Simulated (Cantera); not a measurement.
A Cantera script and its output.

```python
import numpy as np
import cantera as ct

gas = ct.Solution("gri30.yaml")
gas.TPX = 375, 860000, {'CH4': 1, 'C2H6': 0.11, 'O2': 1.7, 'N2': 6.41, 'CO2': 0.28}
flame = ct.FreeFlame(gas, width=0.0089)
flame.set_refine_criteria(ratio=3, slope=0.08, curve=0.16)
flame.transport_model = "mixture-averaged"
flame.solve(loglevel=0, auto=True)
z, T = flame.grid, flame.T
thick = (T[-1] - T[0]) / np.gradient(T, z).max()
show = ['CH4', 'C2H6', 'O2', 'H2', 'HO2', 'CH2O']
print(f"laminar burning velocity  {flame.velocity[0] * 100:.3f} cm/s")
print(f"burnt temperature         {T[-1]:.1f} K")
print(f"thermal thickness         {thick * 1e3:.4f} mm")
print(f"grid points               {len(z)}")
z0 = z[flame.heat_release_rate.argmax()]
print(f"{'z/mm':>9s}{'T/K':>9s}{'u/(m/s)':>9s}" + "".join(f"{s:>11s}" for s in show))
rows = []
for k in (-3, -2, -1.5, -1, -0.5, -0.25, 0, 0.25, 0.5, 1, 2, 4, 8):
    zz = z0 + k * thick
    rows.append([k * thick, np.interp(zz, z, T), np.interp(zz, z, flame.velocity),
                 *(np.interp(zz, z, flame.X[gas.species_index(s)]) for s in show)])
    print(f"{rows[-1][0] * 1e3:9.3f}{rows[-1][1]:9.1f}{rows[-1][2]:9.3f}" + "".join(f"{x:11.3e}" for x in rows[-1][3:]))
```

Output:

```
laminar burning velocity  9.152 cm/s
burnt temperature         1972.3 K
thermal thickness         0.2204 mm
grid points               122
     z/mm      T/K  u/(m/s)        CH4       C2H6         O2         H2        HO2       CH2O
   -0.661    375.5    0.092  1.050e-01  1.156e-02  1.785e-01  2.091e-03  7.669e-09  1.207e-07
   -0.441    382.4    0.094  1.041e-01  1.150e-02  1.774e-01  5.959e-03  1.371e-07  3.428e-06
   -0.331    411.9    0.102  1.017e-01  1.138e-02  1.745e-01  1.066e-02  8.314e-07  2.523e-05
   -0.220    552.2    0.138  9.251e-02  1.073e-02  1.619e-01  1.845e-02  7.379e-06  1.942e-04
   -0.110   1026.9    0.262  6.276e-02  6.903e-03  1.135e-01  2.834e-02  9.038e-05  1.165e-03
   -0.055   1410.9    0.365  3.760e-02  2.794e-03  6.911e-02  3.321e-02  1.390e-04  1.482e-03
    0.000   1745.2    0.455  1.589e-02  4.970e-04  2.840e-02  3.669e-02  4.002e-05  4.167e-04
    0.055   1904.7    0.498  6.951e-03  7.248e-05  9.246e-03  3.824e-02  8.209e-06  1.039e-04
    0.110   1958.0    0.512  4.396e-03  1.805e-05  3.306e-03  3.949e-02  1.966e-06  4.163e-05
    0.220   1982.4    0.519  2.983e-03  3.704e-06  6.758e-04  4.160e-02  2.488e-07  1.429e-05
    0.441   1985.3    0.520  2.063e-03  1.051e-06  6.431e-05  4.431e-02  1.886e-08  6.276e-06
    0.882   1981.3    0.520  1.294e-03  3.598e-07  1.189e-06  4.713e-02  4.207e-10  3.389e-06
    1.763   1976.6    0.520  6.828e-04  9.469e-08  8.095e-08  4.960e-02  9.116e-11  1.615e-06
```

Model: GRI-Mech 3.0 (53 species, 325 reactions), integrated in Cantera. Burning velocities carry a grid error of a few per cent, more on coarse grids.
